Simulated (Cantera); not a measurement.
A freely propagating, adiabatic, planar premixed flame of H2 : O2 : N2 = 1 : 0.208 : 0.783 (molar parts), equivalence ratio 2.4, unburnt at 450 K and 31000 Pa; mixture-averaged transport, grid criteria slope 0.08 and curve 0.16, no radiation.

Computed with Cantera and the H2/O2 subset of GRI-Mech 3.0, which has no nitrogen chemistry. Burning velocities carry a grid error of a few per cent, more on coarse grids.

Problem. Predict: laminar burning velocity; thermal thickness; peak x(OH); peak x(H); peak x(O).

Solution. laminar burning velocity: 467 cm/s
thermal thickness: 1.93 mm
peak x(OH): 0.00219
peak x(H): 0.0953
peak x(O): 0.00278
